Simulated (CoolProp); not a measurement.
Vapour pressure (kPa) of propane: the reference equation beside estimates from Tc = 369.9 K, pc = 4251 kPa, ω = 0.152. Clausius-Clapeyron is anchored at 220.5 K with a constant enthalpy of vaporisation of 19.24 kJ/mol.

The numbers come from the reference Helmholtz-energy equation of state, Lemmon 2009 in CoolProp.

| T (K) | reference | Clausius-Clapeyron | van der Waals | Soave-Redlich-Kwong |
|---|---|---|---|---|
| 173.2 | 2.912 | 3.533 | 74.72 | 2.809 |
| 179.9 | 5.028 | 5.811 | 97.72 | 4.864 |
| 186.7 | 8.364 | 9.284 | 125.9 | 8.115 |
| 193.4 | 13.27 | 14.26 | 158.9 | 12.91 |
| 200.2 | 20.44 | 21.42 | 198.3 | 19.96 |
| 207 | 30.49 | 31.31 | 244.1 | 29.86 |
| 213.7 | 43.95 | 44.45 | 295.9 | 43.17 |
| 220.5 | 62.08 | 62.08 | 355.7 | 61.16 |
| 227.3 | 85.67 | 84.98 | 423.3 | 84.64 |
| 234 | 115.3 | 113.7 | 498.0 | 114.2 |
| 240.8 | 152.9 | 150.4 | 582.3 | 151.8 |
| 247.6 | 199.3 | 195.8 | 675.7 | 198.4 |
| 254.3 | 254.8 | 250.5 | 776.9 | 254.3 |
| 261.1 | 322.5 | 317.5 | 889.2 | 322.6 |
| 267.9 | 402.8 | 397.6 | 1012 | 403.9 |

Absolute difference from the reference over all 15 rows, mean and median: Clausius-Clapeyron 4.9 and 1.7 %, van der Waals 747.1 and 473.0 %, Soave-Redlich-Kwong 1.6 and 1.5 %.
